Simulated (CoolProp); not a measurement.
Vapour-liquid equilibrium of n-hexane (1) + p-xylene (2) at 292.5 K; x and y are mole fractions of (1).

Values from CoolProp's multi-fluid Helmholtz-energy mixture model, Thol 2019 and Zhou 2012; pair parameters Bell 2016.

**Question.** Give the bubble pressure and the first vapour's composition at x = 0.55, 0.75, 0.85. Is there an azeotrope?

**Answer.** x = 0.55: 0.009762 MPa, y = 0.956; x = 0.75: 0.01231 MPa, y = 0.978; x = 0.85: 0.01361 MPa, y = 0.987. No azeotrope shows between x = 0.05 and 0.95.

Pair parameters are fitted to limited data, so mixtures are less certain than the pure fluids.
